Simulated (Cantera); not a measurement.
Cantera run, input and output.

```python
import numpy as np
import cantera as ct

gas = ct.Solution("gri30.yaml")
gas.TPX = 1025, 1333, {'H2': 0.41, 'O2': 1, 'N2': 2.6}
reactor = ct.IdealGasConstPressureReactor(gas, energy="off", clone=False)
net = ct.ReactorNet([reactor])
net.rtol, net.atol = 1e-08, 1e-18
show = ['H2', 'O2', 'H2O2', 'H', 'H2O', 'NO', 'NO2']
times = np.geomspace(0.0001, 100, 11)

steps = ct.SolutionArray(gas, extra=["t"])
rows = []
print(f"{'t/s':>10s}{'T/K':>9s}{'P/Pa':>11s}" + "".join(f"{s:>11s}" for s in show))
for t in times:
    while net.time < t:
        t_next = net.step()
        steps.append(gas.state, t=t_next)
    rows.append([np.interp(t, steps.t, y) for y in (steps.T, steps.P, *steps(*show).X.T)])
    print(f"{t:10.3e}{rows[-1][0]:9.1f}{rows[-1][1]:11.4g}" + "".join(f"{x:11.3e}" for x in rows[-1][2:]))
rate = np.gradient(steps.T, steps.t)
print("integrator steps:", len(steps.t))
if steps.T.max() > steps.T[0] + 200:
    print(f"time of steepest temperature rise: {steps.t[rate.argmax()]:.4e} s")
gas.TPX = 1025, 1333, {'H2': 0.41, 'O2': 1, 'N2': 2.6}
gas.equilibrate("TP")
print(f"equilibrium (TP): T = {gas.T:.1f} K  " + "  ".join(f"{s} {gas[s].X[0]:.3e}" for s in show))
```

Result:

```
       t/s      T/K       P/Pa         H2         O2       H2O2          H        H2O         NO        NO2
 1.000e-04   1025.0       1333  1.022e-01  2.494e-01  3.411e-15  4.616e-11  2.740e-12  1.789e-25  9.675e-35
 3.981e-04   1025.0       1333  1.022e-01  2.494e-01  5.414e-14  2.276e-10  9.744e-11  1.188e-23  8.287e-32
 1.585e-03   1025.0       1333  1.022e-01  2.494e-01  8.846e-13  5.881e-09  7.310e-09  1.406e-21  1.230e-28
 6.310e-03   1025.0       1333  1.011e-01  2.488e-01  2.608e-09  5.704e-04  7.895e-04  2.111e-12  1.205e-16
 2.512e-02   1025.0       1333  3.881e-03  2.045e-01  7.973e-08  2.221e-02  8.914e-02  1.057e-06  1.037e-11
 1.000e-01   1025.0       1333  5.294e-04  2.081e-01  1.338e-07  9.071e-04  1.063e-01  1.512e-06  1.222e-10
 3.981e-01   1025.0       1333  1.975e-05  2.089e-01  7.032e-08  6.081e-06  1.077e-01  1.516e-06  2.330e-09
 1.585e+00   1025.0       1333  1.330e-06  2.089e-01  1.867e-08  1.245e-07  1.077e-01  1.513e-06  5.578e-09
 6.310e+00   1025.0       1333  1.756e-07  2.089e-01  4.960e-09  6.755e-09  1.077e-01  1.514e-06  4.960e-09
 2.512e+01   1025.0       1333  3.255e-08  2.089e-01  1.327e-09  5.734e-10  1.078e-01  1.515e-06  3.094e-09
 1.000e+02   1025.0       1333  7.066e-09  2.089e-01  3.493e-10  5.974e-11  1.078e-01  1.517e-06  1.990e-09
integrator steps: 2074
equilibrium (TP): T = 1025.0 K  H2 3.717e-10  O2 2.089e-01  H2O2 2.188e-11  H 7.323e-13  H2O 1.078e-01  NO 3.821e-05  NO2 1.991e-07
```

Detailed kinetics in Cantera: GRI-Mech 3.0 (53 species, 325 reactions). Radical loss at walls, strong at low pressure, is not modelled. The temperature is held fixed by assumption; the heat of reaction is taken as removed at once.
